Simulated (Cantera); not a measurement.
An isothermal, constant-pressure homogeneous reactor starts with H2 : O2 = 0.077 : 1 (molar parts), equivalence ratio 0.038, at 950 K and 0.00138 atm.

Cantera simulation using the H2/O2 subset of GRI-Mech 3.0, which has no nitrogen chemistry; the numbers are that mechanism's predictions, not measurements. Radical loss at walls, strong at low pressure, is not modelled. The temperature is held fixed by assumption; the heat of reaction is taken as removed at once.

x: mole fraction; the columns are a selection and need not sum to one.

| t (s) | x H2 | x O2 | x OH | x H2O2 | x HO2 |
|---|---|---|---|---|---|
| 2.00e-6 | 0.0715 | 0.929 | <1e-12 | <1e-12 | <1e-12 |
| 6.32e-6 | 0.0715 | 0.929 | <1e-12 | <1e-12 | <1e-12 |
| 2.00e-5 | 0.0715 | 0.929 | <1e-12 | <1e-12 | <1e-12 |
| 6.32e-5 | 0.0715 | 0.929 | <1e-12 | <1e-12 | 1.01e-12 |
| 0.000200 | 0.0715 | 0.929 | <1e-12 | <1e-12 | 3.20e-12 |
| 0.000632 | 0.0715 | 0.929 | 1.23e-12 | <1e-12 | 1.01e-11 |
| 0.00200 | 0.0715 | 0.929 | 7.88e-12 | <1e-12 | 3.21e-11 |
| 0.00632 | 0.0715 | 0.929 | 5.93e-11 | <1e-12 | 1.02e-10 |
| 0.0200 | 0.0715 | 0.929 | [?] | <1e-12 | 3.59e-10 |
| 0.0632 | 0.0654 | 0.925 | [?] | 4.40e-9 | 6.79e-7 |
| 0.200 | 0.00138 | 0.889 | [?] | 7.84e-9 | 1.04e-6 |
| 0.632 | 0.000878 | 0.904 | [?] | 9.26e-9 | 1.02e-6 |
| 2.00 | 0.000253 | 0.920 | [?] | 1.18e-8 | 8.08e-7 |

**Question.** Fill in the missing entries.

**Answer.** 
- 0.0200, x OH: 3.87e-9
- 0.0632, x OH: 0.000801
- 0.200, x OH: 0.00155
- 0.632, x OH: 0.00124
- 2.00, x OH: 0.000658
